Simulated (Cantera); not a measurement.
Feed: 1 mol C, 1.9 mol NH3, 23 mol H2, held at 0.270 bar.

Cantera equilibrium calculation (NASA polynomials, part measured and part estimated; ideal gas, pure solids and liquids). Candidate condensed phases: C, C6H6, C7H8, C8H18; 110 gas species. Ions and electrons are included (thermal ionisation). Equilibrium is a limit: real reactors are often held back by kinetics, nucleation or transport. All values below are at 4500 K.

Base state: H 0.943, H2 0.0201, C 0.0165, N2 0.0160, N 0.00219, CN 0.00165, C2 0.000252, HCN 0.000133 (mole fractions); condensed: gas only.

### Question
What changes in the equilibrium state with this change: pressure from 0.270 bar to 86.0 bar?

### Answer
```tsv
species	before	after
H2	0.0201	0.652
H	0.943	0.301
N2	0.0160	0.0217
C	0.0165	0.000623
HCN	0.000133	0.0106
CH4	<1e-9	9.00e-5
CH3	1.08e-8	0.000428
C2H3 (vinyl)	<1e-9	2.43e-5
NH3	<1e-9	2.38e-5
C4H2	<1e-9	1.39e-5
```
The ideal-gas law is rough above about 30 bar.
